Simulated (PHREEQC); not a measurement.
Make-up at 50 °C: 0.058 mol CuCl2, 0.042 mol H2SO4 and 0.00034 mol H3BO3 per kg of water. Closed to the air; pH follows from the charge balance.

The numbers come from PHREEQC with the ion-association model, phreeqc.dat.

| quantity | before | after |
|---|---|---|
| pH | 1.34 | 1.52 |
| ionic strength (mol/kgw) | 0.197 | 0.199 |
| Cl- (mol/kgw) | 0.104 | 0.105 |
| HSO4- (mol/kgw) | 0.0264 | 0.0222 |
| SO4-2 (mol/kgw) | 0.00867 | 0.0112 |

Task: What was changed between the two runs?
A) H3BO3 replaced by HBF4 at the same molality
B) CuCl2 replaced by LiCl at the same molality
C) 0.024 mol/kgw TMAH added
D) H2SO4 from 0.042 to 0.021 mol/kgw
E) temperature from 50 to 60 °C

Result: C, 0.024 mol/kgw TMAH added

No solid was allowed to form. (CH3)4N+ isn't in the database: it is added as a free cation with an ion size of 4 Å. Away from 25 °C the constants follow the database's enthalpies or fits; those with neither stay at their 25 °C values.
